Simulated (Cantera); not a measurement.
A closed system holds: 1 mol Hg, 0.24 mol O2, 0.2 mol H2, at 0.133 bar.

Equilibrium computed with Cantera from the NASA thermochemical tables; the gas is ideal and each condensed phase is pure. Candidate condensed phases: H2O, Hg, HgO; 10 gas species. Equilibrium is a limit: real reactors are often held back by kinetics, nucleation or transport.

### Question
Which condensed phases are stable at each of these points (T (K)): 523, 598, 673, 748, 823, 898, 973, 1048, 1123, 1198, 1273, 1348?

### Answer
```csv
T (K),condensed phases,Hg condensed (%)
523,Hg(l) + HgO(s),44.7
598,HgO(s),27.1
673,gas only,0.0
748,gas only,0.0
823,gas only,0.0
898,gas only,0.0
973,gas only,0.0
1048,gas only,0.0
1123,gas only,0.0
1198,gas only,0.0
1273,gas only,0.0
1348,gas only,0.0
```

At 523 K the condensed part is Hg(l) + HgO(s). At 598 K the condensed part is HgO(s). From 673 K to 1348 K nothing is condensed.
